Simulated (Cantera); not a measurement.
# Moist CO burnout

A perfectly stirred reactor is fed with 1.61 % CO, 3.69 % O2, 0.0218 % H2O, 94.7 % N2, equivalence ratio 0.22, at 1.50 bar; it is held at 1275 K, and followed from long to short residence time.

Detailed kinetics in Cantera: GRI-Mech 3.0 (53 species, 325 reactions).

```tsv
τ (s)	x CO	x O2	x H2O	x O	x NO	x N2O	x OH
19	7.93e-5	0.0291	0.000218	4.03e-6	1.15e-5	1.72e-6	2.55e-6
5.3	0.000193	0.0292	0.000217	9.62e-6	1.09e-5	2.44e-6	3.69e-6
1.5	0.000456	0.0293	0.000216	2.25e-5	8.55e-6	2.86e-6	5.36e-6
0.41	0.00108	0.0296	0.000214	5.20e-5	5.63e-6	2.92e-6	7.84e-6
0.11	0.00247	0.0302	0.000211	0.000114	3.20e-6	2.71e-6	1.12e-5
0.031	0.00512	0.0315	0.000206	0.000221	1.59e-6	2.32e-6	1.49e-5
0.0088	0.00923	0.0334	0.000200	0.000348	5.96e-7	1.72e-6	1.75e-5
0.0024	0.0136	0.0355	0.000201	0.000363	9.64e-8	8.23e-7	1.54e-5
```
x: mole fraction; the columns are a selection and need not sum to one.
